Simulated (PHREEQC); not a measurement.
Synthetic water in mg/L, 25 °C, pH 2.48, pe 10.2:

```
constituent   mg/L
-----------  -----
Na             217
K             97.7
Ca             432
Mg             229
Cl             426
S(6) as SO4   3170
Cu(2)         35.3
Zn           0.447
Fe(3)          437
Pb            5.59
```

Valence states are taken as typed.

The numbers come from PHREEQC with the ion-association model, wateq4f.dat.

Problem. The ionic strength comes out as 0.0786 mol/kgw. What activity coefficients do CaHSO4+, Pb+2, Na+, FeHSO4+2, NaSO4- get?

Solution. CaHSO4+ 0.79, Pb+2 0.40, Na+ 0.80, FeHSO4+2 0.40, NaSO4- 0.80.

This is a speciation only: nothing precipitates in the calculation. Examples of supersaturated solids here: Jarosite-K, Jarosite-Na. Others may be too.
